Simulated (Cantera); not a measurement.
An isothermal, constant-pressure homogeneous reactor starts with CH4 : O2 : N2 = 0.027 : 0.003 : 1 (molar parts), equivalence ratio 18, at 1100 K and 10.0 bar. Integrator tolerance rtol = 1e-08.

Computed with Cantera and GRI-Mech 3.0 (53 species, 325 reactions). GRI-Mech 3.0 stops at C3 and has no aromatics, soot or wall deposition, so with more carbon than oxygen in the feed, carbon stays in small species such as C2H2 where larger ones or solid carbon would form.

**Question.** What does this change do: pressure from 10.0 bar to 1.01 bar?

**Answer.** 
| quantity | before | after |
|---|---|---|
| x(CH4) at 80.0 s | 0.0226 (gas-phase equilibrium 0.0187) | 0.0256 (gas-phase equilibrium 0.0141) |
| x(O2) at 80.0 s | 3.11e-6 (gas-phase equilibrium <1e-12) | 0.00257 (gas-phase equilibrium <1e-12) |
| x(C2H) at 80.0 s | <1e-12 (gas-phase equilibrium <1e-12) | <1e-12 (gas-phase equilibrium <1e-12) |
| x(CH2CO) at 80.0 s | 6.62e-7 (gas-phase equilibrium 1.92e-9) | 8.07e-6 (gas-phase equilibrium 9.74e-10) |
| x(CO) at 80.0 s | 0.00201 (gas-phase equilibrium 0.00577) | 0.000236 (gas-phase equilibrium 0.00574) |
| x(NO) at 80.0 s | 2.40e-12 (gas-phase equilibrium <1e-12) | <1e-12 (gas-phase equilibrium <1e-12) |
| x(C2H2) at 80.0 s | 0.000188 (gas-phase equilibrium 1.48e-5) | 6.21e-6 (gas-phase equilibrium 0.000254) |

**Question.** What does this change do: pressure from 10.0 bar to 1.00 bar?

**Answer.** 
```
quantity                                              before                                     after
------------------  ----------------------------------------  ----------------------------------------
x(CH4) at 80.0 s       0.0226 (gas-phase equilibrium 0.0187)     0.0256 (gas-phase equilibrium 0.0141)
x(O2) at 80.0 s       3.11e-6 (gas-phase equilibrium <1e-12)    0.00258 (gas-phase equilibrium <1e-12)
x(C2H) at 80.0 s       <1e-12 (gas-phase equilibrium <1e-12)     <1e-12 (gas-phase equilibrium <1e-12)
x(CH2CO) at 80.0 s   6.62e-7 (gas-phase equilibrium 1.92e-9)  7.83e-6 (gas-phase equilibrium 9.68e-10)
x(CO) at 80.0 s      0.00201 (gas-phase equilibrium 0.00577)  0.000232 (gas-phase equilibrium 0.00574)
x(NO) at 80.0 s      2.40e-12 (gas-phase equilibrium <1e-12)     <1e-12 (gas-phase equilibrium <1e-12)
x(C2H2) at 80.0 s   0.000188 (gas-phase equilibrium 1.48e-5)  6.03e-6 (gas-phase equilibrium 0.000258)
```
